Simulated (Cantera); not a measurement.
A Cantera script and its output.

```python
import numpy as np
import cantera as ct

gas = ct.Solution("gri30.yaml")
gas.TPX = 1950, 13000, {'NO': 1, 'N2': 1.1}
reactor = ct.IdealGasConstPressureReactor(gas, energy="off", clone=False)
net = ct.ReactorNet([reactor])
net.rtol, net.atol = 1e-08, 1e-18
show = ['NO', 'O', 'N2', 'N2O', 'NO2', 'O2']
times = np.geomspace(0.0001, 3, 12)

steps = ct.SolutionArray(gas, extra=["t"])
rows = []
print(f"{'t/s':>10s}{'T/K':>9s}{'P/Pa':>11s}" + "".join(f"{s:>11s}" for s in show))
for t in times:
    while net.time < t:
        t_next = net.step()
        steps.append(gas.state, t=t_next)
    rows.append([np.interp(t, steps.t, y) for y in (steps.T, steps.P, *steps(*show).X.T)])
    print(f"{t:10.3e}{rows[-1][0]:9.1f}{rows[-1][1]:11.4g}" + "".join(f"{x:11.3e}" for x in rows[-1][2:]))
rate = np.gradient(steps.T, steps.t)
print("integrator steps:", len(steps.t))
if steps.T.max() > steps.T[0] + 200:
    print(f"time of steepest temperature rise: {steps.t[rate.argmax()]:.4e} s")
gas.TPX = 1950, 13000, {'NO': 1, 'N2': 1.1}
gas.equilibrate("TP")
print(f"equilibrium (TP): T = {gas.T:.1f} K  " + "  ".join(f"{s} {gas[s].X[0]:.3e}" for s in show))
```

Result:

```
       t/s      T/K       P/Pa         NO          O         N2        N2O        NO2         O2
 1.000e-04   1950.0    1.3e+04  4.762e-01  2.303e-06  5.238e-01  2.333e-06  8.311e-08  8.557e-09
 2.553e-04   1950.0    1.3e+04  4.762e-01  5.701e-06  5.238e-01  5.851e-06  4.936e-07  5.504e-08
 6.517e-04   1950.0    1.3e+04  4.762e-01  1.381e-05  5.238e-01  1.428e-05  2.603e-06  3.623e-07
 1.664e-03   1950.0    1.3e+04  4.761e-01  3.356e-05  5.238e-01  3.259e-05  1.100e-05  2.731e-06
 4.247e-03   1950.0    1.3e+04  4.759e-01  7.819e-05  5.239e-01  6.333e-05  3.241e-05  2.557e-05
 1.084e-02   1950.0    1.3e+04  4.755e-01  1.202e-04  5.240e-01  9.035e-05  5.140e-05  1.845e-04
 2.767e-02   1950.0    1.3e+04  4.744e-01  1.290e-04  5.246e-01  9.587e-05  5.541e-05  7.135e-04
 7.064e-02   1950.0    1.3e+04  4.717e-01  1.376e-04  5.260e-01  9.442e-05  6.000e-05  2.092e-03
 1.803e-01   1950.0    1.3e+04  4.645e-01  1.573e-04  5.295e-01  9.064e-05  7.024e-05  5.654e-03
 4.604e-01   1950.0    1.3e+04  4.459e-01  1.990e-04  5.388e-01  8.178e-05  9.010e-05  1.490e-02
 1.175e+00   1950.0    1.3e+04  3.988e-01  2.764e-04  5.624e-01  6.295e-05  1.185e-04  3.841e-02
 3.000e+00   1950.0    1.3e+04  2.931e-01  3.966e-04  6.152e-01  3.217e-05  1.308e-04  9.119e-02
integrator steps: 582
equilibrium (TP): T = 1950.0 K  NO 6.919e-03  O 6.095e-04  N2 7.582e-01  N2O 1.382e-07  NO2 4.945e-06  O2 2.343e-01
```

Model: GRI-Mech 3.0 (53 species, 325 reactions), integrated in Cantera.
